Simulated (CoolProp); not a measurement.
The fluid at 293.15 K and 2.2 MPa expands adiabatically to 0.718 MPa with isentropic efficiency 0.85. The same conditions are run with several fluids, on thermodynamics alone (safety and materials aside).

Model: reference Helmholtz-energy equation of state of each fluid (CH3F (R41): Lemmon 2006; nitrous oxide: Lemmon 2006; fluorine: de Reuck 1990; dry air: Lemmon 2000; carbon monoxide: Lemmon 2006), in CoolProp. Blends and air are pseudo-pure fits.

Q: Rank CH3F (R41), nitrous oxide, fluorine, dry air, carbon monoxide by work (kJ/kg), highest first.

A: carbon monoxide (69.9), dry air (67.6), fluorine (52.0), CH3F (R41) (48.3), nitrous oxide (40.6)

```
fluid            final temperature (K)                       final phase  final density (kg/m³)
---------------  ---------------------  --------------------------------  ---------------------
CH3F (R41)                       239.3  two-phase, vapour fraction 0.963                   14.9
nitrous oxide                    231.2                               gas                   18.2
fluorine                         226.6                               gas                   14.6
dry air                          223.5                               gas                   11.3
carbon monoxide                  223.4                               gas                   11.0
```
